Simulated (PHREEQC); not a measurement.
Consider water at 25 °C with 0.036 mol H2SO4, 0.0035 mol ZnSO4 and 0.0002 mol Na2SO4 per kg of water. Closed to the air; pH follows from the charge balance.

The numbers come from PHREEQC with the ion-association model, phreeqc.dat.

No solid was allowed to form.

### Question
What pH does the model give?

### Answer
pH 1.41.

### Question
In which forms is Na present?

### Answer
Na+ 97 %, NaSO4- 2.6 % of the Na.
